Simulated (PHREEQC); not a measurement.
Solution (48 °C): 140 mmol/kgw Zn(NO3)2. Closed to the air; pH follows from the charge balance.

Computed with PHREEQC (ion-association model, wateq4f.dat).

```tsv
quantity	before	after
pH	4.84	4.95
ZnOH+ (mol/kgw)	1.87e-5	1.43e-5
Zn(OH)2 (mol/kgw)	1.93e-9	2.01e-9
SI of Zincite(c) (ZnO)	-1.76	-1.77
```

**Question.** Which change was made?
A. temperature from 48 to 20 °C
B. Zn(NO3)2 from 0.14 to 0.07 mol/kgw
C. temperature from 48 to 65 °C

**Answer.** B, Zn(NO3)2 from 0.14 to 0.07 mol/kgw

Precipitation was switched off in this run. At this temperature some constants are extrapolated from 25 °C, and those without enthalpy data are left unchanged.
